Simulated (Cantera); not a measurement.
Feed: 1 mol CH₃SiCl₃, 3.4 mol H₂, held at 1602 °C and 38.0 mbar.

Equilibrium computed with Cantera from the NASA thermochemical tables; the gas is ideal and each condensed phase is pure. Candidate condensed phases: C, C₆H₆, C₇H₈, C₈H₁₈, Si, SiC; 109 gas species. The feed counts by its element totals alone. The tables' values for SiCl₃, SiCl are old estimates; treat these amounts as uncertain. Equilibrium is a limit: real reactors are often held back by kinetics, nucleation or transport.

What is the equilibrium state?


```json
{
 "x(H₂)": "0.559",
 "x(HCl)": "0.408",
 "x(SiCl₂)": "0.0278",
 "x(H)": "0.00251",
 "x(Cl)": "0.00139",
 "x(SiCl₃)": "0.00109",
 "x(C₂H₂ (acetylene))": "0.000177",
 "x(SiCl₄)": "5.98e-5",
 "x(SiCl)": "4.79e-5",
 "n(C(graphite))": "0.184 mol",
 "n(SiC(s))": "0.814 mol",
 "gas_amount": "6.409 mol",
 "log10 activity of Si(l) (absent)": "-1.48"
}
```
